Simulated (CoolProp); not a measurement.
Vapour-liquid equilibrium of R134a (1) + R142b (2) at 271.4 K; x and y are mole fractions of (1).

Values from CoolProp's multi-fluid Helmholtz-energy mixture model, Tillner-Roth 1994 and Lemmon 2006; pair parameters Bell 2016.

```json
[
 {"x": "0.05", "bubble pressure, mixture model (kPa)": "144.7", "bubble pressure, Raoult's law (kPa)": "142.3", "y, mixture model": "0.108", "y, Raoult's law": "0.097"},
 {"x": "0.125", "bubble pressure, mixture model (kPa)": "[?]", "bubble pressure, Raoult's law (kPa)": "152.8", "y, mixture model": "0.243", "y, Raoult's law": "0.225"},
 {"x": "0.2", "bubble pressure, mixture model (kPa)": "[?]", "bubble pressure, Raoult's law (kPa)": "163.2", "y, mixture model": "0.355", "y, Raoult's law": "0.337"},
 {"x": "0.275", "bubble pressure, mixture model (kPa)": "[?]", "bubble pressure, Raoult's law (kPa)": "173.7", "y, mixture model": "0.448", "y, Raoult's law": "0.435"},
 {"x": "0.35", "bubble pressure, mixture model (kPa)": "195.1", "bubble pressure, Raoult's law (kPa)": "184.1", "y, mixture model": "0.529", "y, Raoult's law": "0.522"},
 {"x": "0.425", "bubble pressure, mixture model (kPa)": "206.1", "bubble pressure, Raoult's law (kPa)": "194.6", "y, mixture model": "0.599", "y, Raoult's law": "0.600"},
 {"x": "0.5", "bubble pressure, mixture model (kPa)": "216.6", "bubble pressure, Raoult's law (kPa)": "205.0", "y, mixture model": "0.662", "y, Raoult's law": "0.670"},
 {"x": "0.575", "bubble pressure, mixture model (kPa)": "[?]", "bubble pressure, Raoult's law (kPa)": "215.5", "y, mixture model": "0.719", "y, Raoult's law": "0.733"},
 {"x": "0.65", "bubble pressure, mixture model (kPa)": "235.9", "bubble pressure, Raoult's law (kPa)": "225.9", "y, mixture model": "0.772", "y, Raoult's law": "0.790"},
 {"x": "0.725", "bubble pressure, mixture model (kPa)": "[?]", "bubble pressure, Raoult's law (kPa)": "236.4", "y, mixture model": "0.822", "y, Raoult's law": "0.843"},
 {"x": "0.8", "bubble pressure, mixture model (kPa)": "253.5", "bubble pressure, Raoult's law (kPa)": "246.8", "y, mixture model": "[?]", "y, Raoult's law": "0.890"},
 {"x": "0.875", "bubble pressure, mixture model (kPa)": "261.7", "bubble pressure, Raoult's law (kPa)": "257.3", "y, mixture model": "0.919", "y, Raoult's law": "0.934"},
 {"x": "0.95", "bubble pressure, mixture model (kPa)": "269.6", "bubble pressure, Raoult's law (kPa)": "267.7", "y, mixture model": "0.967", "y, Raoult's law": "0.975"}
]
```

Q: Some entries are withheld; supply them.

A: 
- 0.125, bubble pressure, mixture model (kPa): 158.3
- 0.2, bubble pressure, mixture model (kPa): 171.2
- 0.275, bubble pressure, mixture model (kPa): 183.5
- 0.575, bubble pressure, mixture model (kPa): 226.5
- 0.725, bubble pressure, mixture model (kPa): 244.9
- 0.8, y, mixture model: 0.871

The largest gap from Raoult's law is +6.0 % in bubble pressure, at x = 0.35. No azeotrope shows between x = 0.05 and 0.95.

Pair parameters are fitted to limited data, so mixtures are less certain than the pure fluids.
